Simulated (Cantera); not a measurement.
Input (Python, Cantera):

```python
import numpy as np
import cantera as ct

gas = ct.Solution("gri30.yaml")


def delay(T, t_max=10):
    gas.TPX = T, 1000000, {'CO': 1, 'H2': 0.4, 'CH4': 1.1, 'O2': 3.09, 'N2': 11.6, 'CO2': 1.1}
    reactor = ct.IdealGasConstPressureReactor(gas, clone=False)
    net = ct.ReactorNet([reactor])
    net.rtol, net.atol = 1e-8, 1e-16
    while net.time < t_max:
        t_old, T_old = net.time, reactor.T
        net.step()
        if reactor.T > T + 400:  # ignition: a rise of 400 K
            return t_old + (T + 400 - T_old) / (reactor.T - T_old) * (net.time - t_old)
    return np.nan


taus = []
for T in [1050, 1125, 1200, 1275, 1350, 1425]:
    taus.append(delay(T))
    print(f"T0 = {T:6g} K   tau = {taus[-1]:.4e} s")
```

It prints:

```
T0 =   1050 K   tau = 3.9323e-03 s
T0 =   1125 K   tau = 1.2044e-03 s
T0 =   1200 K   tau = 5.2965e-04 s
T0 =   1275 K   tau = 2.8098e-04 s
T0 =   1350 K   tau = 1.6012e-04 s
T0 =   1425 K   tau = 9.3942e-05 s
```

Computed with Cantera and GRI-Mech 3.0 (53 species, 325 reactions).
